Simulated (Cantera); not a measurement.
# Low-pressure radical oxidation in H2/O2

A perfectly stirred reactor is fed with 31.0 % H2, 69.0 % O2, equivalence ratio 0.23, at 0.00230 bar; it is held at 1025 K, and followed from long to short residence time.

Cantera simulation using GRI-Mech 3.0 (53 species, 325 reactions); the numbers are that mechanism's predictions, not measurements. Radical loss at walls, strong at low pressure, is not modelled. The temperature is held fixed by assumption; the heat of reaction is taken as removed at once.

| τ (s) | x H2 | x O2 | x O | x OH | x H2O2 |
|---|---|---|---|---|---|
| 1.4 | 0.00500 | 0.621 | 0.0108 | 0.00309 | 1.19e-7 |
| 0.75 | 0.00720 | 0.615 | 0.0157 | 0.00375 | 1.07e-7 |
| 0.39 | 0.0103 | 0.606 | 0.0226 | 0.00449 | 9.31e-8 |
| 0.20 | 0.0144 | 0.595 | 0.0312 | 0.00525 | 7.87e-8 |
| 0.11 | 0.0188 | 0.584 | 0.0388 | 0.00586 | 6.84e-8 |
| 0.056 | 0.0250 | 0.574 | 0.0448 | 0.00646 | 6.19e-8 |
| 0.030 | 0.0334 | 0.571 | 0.0465 | 0.00699 | 6.14e-8 |
| 0.015 | 0.0487 | 0.574 | 0.0440 | 0.00757 | 6.61e-8 |
| 0.0081 | 0.0714 | 0.583 | 0.0390 | 0.00795 | 7.24e-8 |
| 0.0043 | 0.109 | 0.600 | 0.0316 | 0.00788 | 7.61e-8 |
x: mole fraction; the columns are a selection and need not sum to one.
